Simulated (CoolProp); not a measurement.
Vapour-liquid equilibrium of R22 (1) + C3F8 (R218) (2) at 13.6 bar; x and y are mole fractions of (1).

Computed with CoolProp (multi-fluid Helmholtz-energy mixture model, Kamei 1995 and Lemmon 2006; pair parameters Bell 2016).

```csv
x,bubble temperature (K),y at the bubble point,dew temperature at overall composition x (K),liquid density (mol/L)
0.05,313.2,0.086,314.3,6.640
0.2,307.1,0.294,309.8,7.333
0.35,303.5,0.439,305.6,8.074
0.5,301.8,0.547,302.4,8.930
0.65,301.4,0.639,301.4,9.969
0.8,302.4,0.743,303.4,11.24
0.95,306.0,0.911,307.0,12.75
```

y crosses x between x = 0.5 and 0.65: the model has an azeotrope there.

Pair parameters are fitted to limited data, so mixtures are less certain than the pure fluids.
